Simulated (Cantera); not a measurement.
Charge: 1 mol HMDSO, 16 mol CO2, 9.6 mol N2, 4.6 mol N2O, at 39.0 Pa.

Equilibrium computed with Cantera from the NASA thermochemical tables; the gas is ideal and each condensed phase is pure. Candidate condensed phases: C, C6H6, C7H8, C8H18, H2O, Si, SiC, SiO2, Si2N2O, Si3N4; 151 gas species. The feed counts by its element totals alone. The tables hold silica as quartz up to 1696 K and as liquid above; real silica turns to tridymite and cristobalite and melts near 1996 K. Equilibrium is a limit: real reactors are often held back by kinetics, nucleation or transport.

Problem. Which condensed phases are stable at each of these points (T (K)): 775, 875, 975, 1075, 1175, 1275, 1375, 1475, 1575, 1675, 1775, 1875, 1975?

Solution. 
| T (K) | condensed phases | Si condensed (%) |
|---|---|---|
| 775 | SiO2(α-quartz) | 100.0 |
| 875 | SiO2(β-quartz) | 100.0 |
| 975 | SiO2(β-quartz) | 100.0 |
| 1075 | SiO2(β-quartz) | 100.0 |
| 1175 | SiO2(β-quartz) | 100.0 |
| 1275 | SiO2(β-quartz) | 100.0 |
| 1375 | SiO2(β-quartz) | 100.0 |
| 1475 | SiO2(β-quartz) | 100.0 |
| 1575 | SiO2(β-quartz) | 99.9 |
| 1675 | SiO2(β-quartz) | 99.3 |
| 1775 | SiO2(condensed) | 94.8 |
| 1875 | SiO2(condensed) | 69.7 |
| 1975 | gas only | 0.0 |

At 775 K the condensed part is SiO2(α-quartz). From 875 K to 1675 K the condensed part is SiO2(β-quartz). From 1775 K to 1875 K the condensed part is SiO2(condensed). At 1975 K nothing is condensed.
